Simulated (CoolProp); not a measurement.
Vapour-liquid equilibrium of CHF3 (R23) (1) + R11 (2) at 256.6 K; x and y are mole fractions of (1).

Model: multi-fluid Helmholtz-energy mixture model, Penoncello 2003 and Jacobsen 1992; pair parameters Bell 2016, in CoolProp.

```json
[
 {"x": "0.05", "bubble pressure, mixture model (MPa)": "0.2260", "bubble pressure, Raoult's law (MPa)": "0.09538", "y, mixture model": "0.915", "y, Raoult's law": "0.814"},
 {"x": "0.15", "bubble pressure, mixture model (MPa)": "0.5921", "bubble pressure, Raoult's law (MPa)": "0.2487", "y, mixture model": "0.966", "y, Raoult's law": "0.936"},
 {"x": "0.25", "bubble pressure, mixture model (MPa)": "0.8667", "bubble pressure, Raoult's law (MPa)": "0.4020", "y, mixture model": "0.976", "y, Raoult's law": "0.965"},
 {"x": "0.35", "bubble pressure, mixture model (MPa)": "1.044", "bubble pressure, Raoult's law (MPa)": "0.5554", "y, mixture model": "0.980", "y, Raoult's law": "0.978"},
 {"x": "0.45", "bubble pressure, mixture model (MPa)": "1.141", "bubble pressure, Raoult's law (MPa)": "0.7087", "y, mixture model": "0.982", "y, Raoult's law": "0.985"},
 {"x": "0.55", "bubble pressure, mixture model (MPa)": "1.192", "bubble pressure, Raoult's law (MPa)": "0.8620", "y, mixture model": "0.983", "y, Raoult's law": "0.990"},
 {"x": "0.65", "bubble pressure, mixture model (MPa)": "1.226", "bubble pressure, Raoult's law (MPa)": "1.015", "y, mixture model": "0.984", "y, Raoult's law": "0.994"},
 {"x": "0.75", "bubble pressure, mixture model (MPa)": "1.270", "bubble pressure, Raoult's law (MPa)": "1.169", "y, mixture model": "0.985", "y, Raoult's law": "0.996"},
 {"x": "0.85", "bubble pressure, mixture model (MPa)": "1.344", "bubble pressure, Raoult's law (MPa)": "1.322", "y, mixture model": "0.988", "y, Raoult's law": "0.998"},
 {"x": "0.95", "bubble pressure, mixture model (MPa)": "1.466", "bubble pressure, Raoult's law (MPa)": "1.475", "y, mixture model": "0.994", "y, Raoult's law": "0.999"}
]
```

The largest gap from Raoult's law is +138.1 % in bubble pressure, at x = 0.15. No azeotrope shows between x = 0.05 and 0.95.

The pair parameters rest on a limited set of measurements; away from them the model extrapolates. The gap from Raoult's law changes sign with composition, which may be real or a fault of the pair parameters; it wasn't checked against measurements. With so large a gap from Raoult's law the liquid may split in two, which this calculation doesn't test in full.
